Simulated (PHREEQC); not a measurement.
Solution (25 °C): 0.15 mol/kgw Na3PO4 and 0.00017 mol/kgw ZnI2. Closed to the air; pH follows from the charge balance.

Model: ion-association model, wateq4f.dat, run in PHREEQC.

No solid was allowed to form.

What pH does the model give?

pH 12.17.

In which forms is P present?

PO4-3 83 %, HPO4-2 14 %, NaHPO4- 2.4 % of the P.

Saturation is exceeded, for instance for Zn(OH)2-e, Zincite(c) (slow to form); the values hold only as long as no solid forms. Caution: at this ionic strength the ion-association model is outside its range; a Pitzer model would be the better tool where its parameters exist. H3PO4, which wateq4f.dat lacks, is added to it with the constant of phreeqc.dat. The database has no phosphate complexes of Zn.
